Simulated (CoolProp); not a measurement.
A Linde-Hampson liquefier for oxygen: isothermal reversible compression at 300 K from 1 atm to 10 MPa, throttling to 1 atm, return gas leaving the recuperator 10 K below the feed. Each further row changes one setting.

Values from CoolProp's reference Helmholtz-energy equation of state, Schmidt 1985.

```json
[
 {"case": "as stated", "liquid yield per pass": "0.036", "compression work (kJ/kg of gas)": "354"},
 {"case": "high pressure 20 MPa", "liquid yield per pass": "0.084", "compression work (kJ/kg of gas)": "405"},
 {"case": "warm-end temperature 330 K", "liquid yield per pass": "0.023", "compression work (kJ/kg of gas)": "391"},
 {"case": "warm-end gap 15 K", "liquid yield per pass": "0.024", "compression work (kJ/kg of gas)": "354"}
]
```

Above 300 K oxygen's equation is extrapolated.
